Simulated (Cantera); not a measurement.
Input (Python, Cantera):

```python
import numpy as np
import cantera as ct

surf = ct.Interface("ptcombust.yaml", "Pt_surf")
gas = surf.adjacent["gas"]
gas.TPX = 300, 25000, {'CH4': 0.047, 'O2': 0.14, 'N2': 0.79}
jet = ct.ImpingingJet(gas=gas, width=0.07, surface=surf)
jet.inlet.mdot, jet.inlet.T, jet.inlet.X = 0.2, 300, {'CH4': 0.047, 'O2': 0.14, 'N2': 0.79}
jet.set_refine_criteria(ratio=10, slope=0.2, curve=0.3)
show, cover = ['CH4', 'O2', 'H2O', 'OH', 'CO', 'CO2'], ["PT(S)", "H(S)", "O(S)", "OH(S)", "CO(S)", "C(S)"]

rows = []
print(f"{'Ts/K':>7s}" + "".join(f"{s:>11s}" for s in show + cover) + "   (gas at the wall, coverages)")
for i, Ts in enumerate([950, 1000, 1050, 1100, 1150, 1200, 1250]):
    jet.surface.T = Ts
    if i == 0:
        surf.TP = Ts, 25000
        surf.coverages = "PT(S):0.5, O(S):0.5"
        surf.advance_coverages(1.0)
        jet.set_initial_guess(products="inlet")
    jet.solve(loglevel=0, auto=(i == 0))
    rows.append([*(jet.X[gas.species_index(s), -1] for s in show), *surf[cover].coverages])
    print(f"{Ts:7g}" + "".join(f"{x:11.3e}" for x in rows[-1]))
```

Output:

```
   Ts/K        CH4         O2        H2O         OH         CO        CO2      PT(S)       H(S)       O(S)      OH(S)      CO(S)       C(S)   (gas at the wall, coverages)
    950  2.230e-02  8.804e-02  4.815e-02  7.878e-08  1.050e-05  3.188e-02  2.234e-01  2.855e-07  7.741e-01  2.475e-03  1.786e-05  8.544e-08
   1000  1.529e-02  7.321e-02  6.097e-02  2.168e-07  9.854e-06  4.051e-02  2.958e-01  6.664e-07  7.017e-01  2.539e-03  1.292e-05  8.075e-08
   1050  1.079e-02  6.375e-02  6.910e-02  5.233e-07  9.327e-06  4.601e-02  3.682e-01  1.316e-06  6.294e-01  2.416e-03  9.000e-06  7.162e-08
   1100  7.967e-03  5.788e-02  7.410e-02  1.137e-06  9.085e-06  4.940e-02  4.384e-01  2.328e-06  5.594e-01  2.208e-03  6.317e-06  6.262e-08
   1150  6.157e-03  5.421e-02  7.720e-02  2.274e-06  9.173e-06  5.150e-02  5.049e-01  3.805e-06  4.931e-01  1.974e-03  4.553e-06  5.515e-08
   1200  4.947e-03  5.189e-02  7.915e-02  4.246e-06  9.579e-06  5.279e-02  5.673e-01  5.874e-06  4.310e-01  1.740e-03  3.391e-06  4.933e-08
   1250  4.098e-03  5.048e-02  8.036e-02  7.470e-06  1.035e-05  5.350e-02  6.249e-01  8.673e-06  3.736e-01  1.520e-03  2.612e-06  4.485e-08
```

Model: Deutschmann's 1995 Pt surface mechanism with GRI-Mech 3.0 gas chemistry, integrated in Cantera. Catalytic surfaces can have several steady states; this one follows from the mechanism file's or the stated starting coverage.
